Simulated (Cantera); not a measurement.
A perfectly stirred reactor is fed with H2 : O2 : N2 : H2O = 1 : 0.962 : 4.04 : 0.14 (molar parts), equivalence ratio 0.52, at 3750 Torr; it is adiabatic with a 823 K inlet, and is followed from long to short residence time, starting on the burning branch (τ in s: 0.07, 0.026, 0.0096, 0.0035, 0.0013, 0.00048, 0.00018, 6.6e-05, 2.5e-05, 9.1e-06).

Cantera simulation using GRI-Mech 3.0 (53 species, 325 reactions); the numbers are that mechanism's predictions, not measurements. The hydrogen kinetics of GRI-Mech 3.0 are dated; newer H2 mechanisms differ, most at raised pressure.

One state of this run: T (K) = 1956; x H2 = 0.00240; x O2 = 0.0807; x H2O = 0.196; x NO = 1.73e-5; x NO2 = 5.45e-8; x OH = 0.00570; x H2O2 = 1.06e-6. x: mole fraction; the columns are a selection and need not sum to one.

Problem. Which value of τ (s) does it belong to?
A) 9.1e-6
B) 2.5e-5
C) 0.0096
D) 0.00018

Solution. D, 0.00018
